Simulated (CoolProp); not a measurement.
Propylene at 298.15 K and 5.71 MPa flows at 4 m/s in a round tube of 1 mm bore and 0.25 µm roughness, fully developed (64/Re and Nu = 3.66 if laminar; Colebrook and Gnielinski if turbulent). Each further row changes one setting.

Model: reference Helmholtz-energy equation of state, Lemmon 2013, in CoolProp.

```tsv
case	Reynolds number	Darcy friction factor	pressure drop (Pa/m)	heat-transfer coefficient (W/(m² K))	mass flow (kg/h)
as stated	…	0.0263	…	10900	5.88
velocity 8 m/s	40500	0.0227	…	…	…
diameter 2 mm	40500	…	46400	9710	23.5
```

Q: Fill in the missing entries.

A: 
- as stated, Reynolds number: 20200
- as stated, pressure drop (Pa/m): 110000
- velocity 8 m/s, pressure drop (Pa/m): 378000
- velocity 8 m/s, heat-transfer coefficient (W/(m² K)): 19700
- velocity 8 m/s, mass flow (kg/h): 11.8
- diameter 2 mm, Darcy friction factor: 0.0223

Viscosity comes from a separate model (Huber 2003), an estimate that may be off by 10 % or more. Thermal conductivity comes from a separate model (Huber 2003), an estimate that may be off by 10 % or more.
